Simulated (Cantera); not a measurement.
## TiCl4 + CH4 + H2 (titanium nitride, carbide and oxide coatings)

A closed system holds: 1 mol TiCl4, 2.1 mol CH4, 1.4 mol H2, held at 10.0 mbar.

Cantera equilibrium calculation (NASA polynomials, part measured and part estimated; ideal gas, pure solids and liquids). Candidate condensed phases: C, C6H6, C7H8, C8H18, Ti, TiC, TiCl2, TiCl3, TiCl4; 96 gas species. The tables' values for TiCl2 are old estimates; treat these amounts as uncertain. TiC: taken at fixed stoichiometry. The numbers say what is thermodynamically allowed, not how fast it happens.

| T (°C) | log p H2 | log p HCl | log p TiCl4 | log p TiCl3 | log p H | log p Cl | n C(graphite) | n TiC(s) |
|---|---|---|---|---|---|---|---|---|
| 777 | -2.17 | -2.62 | -3.13 | -3.98 | -9.18 | -9.66 | 1.69 | 0.408 |
| 852 | -2.20 | -2.51 | -3.29 | -3.84 | -8.45 | -8.81 | 1.57 | 0.533 |
| 927 | -2.24 | -2.43 | -3.50 | -3.78 | -7.82 | -8.08 | 1.45 | 0.648 |
| 1002 | -2.26 | -2.38 | -3.75 | -3.77 | -7.26 | -7.45 | 1.36 | 0.742 |
| 1077 | -2.28 | -2.35 | -4.03 | -3.81 | -6.76 | -6.91 | 1.29 | 0.813 |
| 1152 | -2.29 | -2.33 | -4.33 | -3.87 | -6.31 | -6.43 | 1.24 | 0.863 |
| 1227 | -2.30 | -2.31 | -4.62 | -3.95 | -5.91 | -6.01 | 1.20 | 0.897 |
| 1302 | -2.31 | -2.30 | -4.90 | -4.04 | -5.54 | -5.63 | 1.18 | 0.920 |
| 1377 | -2.31 | -2.30 | -5.17 | -4.12 | -5.20 | -5.29 | 1.16 | 0.936 |
| 1452 | -2.31 | -2.30 | -5.42 | -4.21 | -4.89 | -4.98 | 1.15 | 0.947 |
| 1527 | -2.32 | -2.29 | -5.66 | -4.29 | -4.60 | -4.70 | 1.14 | 0.955 |
| 1602 | -2.32 | -2.30 | -5.88 | -4.37 | -4.34 | -4.44 | 1.14 | 0.960 |
| 1677 | -2.32 | -2.30 | -6.09 | -4.45 | -4.10 | -4.20 | 1.13 | 0.963 |
| 1752 | -2.33 | -2.30 | -6.30 | -4.53 | -3.88 | -3.99 | 1.13 | 0.964 |
log p: log10 of the partial pressure in bar; n: condensed amount in mol.

From 777 °C to 1752 °C the condensed part is C(graphite) + TiC(s). The main Ti-bearing gas is TiCl4 at 777 °C and TiCl3 at 1752 °C. The share of Ti in condensed phases is highest at 1752 °C (96.4 %) and lowest at 777 °C (40.8 %).
